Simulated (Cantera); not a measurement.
A closed system holds: 1 mol CO2, 0.48 mol H2, equilibrated at 2373 K and 133 Pa.

Cantera equilibrium calculation (NASA polynomials, part measured and part estimated; ideal gas, pure solids and liquids). Candidate condensed phases: C, C6H6, C7H8, C8H18, H2O; 110 gas species. Rates play no part.

Base state: CO 0.370, CO2 0.185, H2O 0.149, H 0.0865, O2 0.0620, H2 0.0511, O 0.0511, OH 0.0449 (mole fractions); condensed: gas only.

Task: What changes in the equilibrium state with this change: temperature from 2373 K to 2148.15 K?

Result: 
| species | before | after |
|---|---|---|
| CO2 | 0.185 | 0.342 |
| CO | 0.370 | 0.304 |
| H2O | 0.149 | 0.247 |
| O | 0.0511 | 0.00681 |
| O2 | 0.0620 | 0.0166 |
| H | 0.0865 | 0.0237 |
| OH | 0.0449 | 0.0175 |
| H2 | 0.0511 | 0.0429 |

Task: What changes in the equilibrium state with this change: temperature from 2373 K to 3275 K?

Result: 
| species | before | after |
|---|---|---|
| CO | 0.370 | 0.339 |
| O | 0.0511 | 0.333 |
| H | 0.0865 | 0.322 |
| CO2 | 0.185 | 0.000676 |
| H2O | 0.149 | 1.86e-5 |
| H2 | 0.0511 | 0.00118 |
| O2 | 0.0620 | 0.00205 |
| OH | 0.0449 | 0.00205 |
